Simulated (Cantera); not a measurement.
Charge: 1 mol Si, a varied amount of F2, 13 mol HCl, equilibrated at 1500 K and 525 Torr.

These are equilibrium values from Cantera (NASA tables, ideal gas, pure condensed phases), not measurements of a reactor. Candidate condensed phases: Si; 37 gas species. Rates play no part.

Q: At 9.1 mol F2, list the 7 most abundant gas species with their mole fractions, and the condensed phases.

A: HF 0.604, Cl2 0.258, ClF 0.0526, SiF4 0.0465, Cl 0.0355, F 0.00338, HCl 0.000216. Condensed: gas only.
